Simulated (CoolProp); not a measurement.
The numbers come from the reference Helmholtz-energy equation of state, Outcalt 1996 in CoolProp. It is a modified Benedict-Webb-Rubin equation, recast in Helmholtz form.

Task: For R152A, give the phase and the density (kg/m³), cv (kJ/(kg K)), Joule-Thomson coefficient (K/MPa), isothermal compressibility (1/MPa) at 174.9 K and 15.4 MPa.

Result: 
- 174.9 K and 15.4 MPa: liquid; density 1170, cv 1.04, Joule-Thomson coefficient -0.420, isothermal compressibility 0.000714
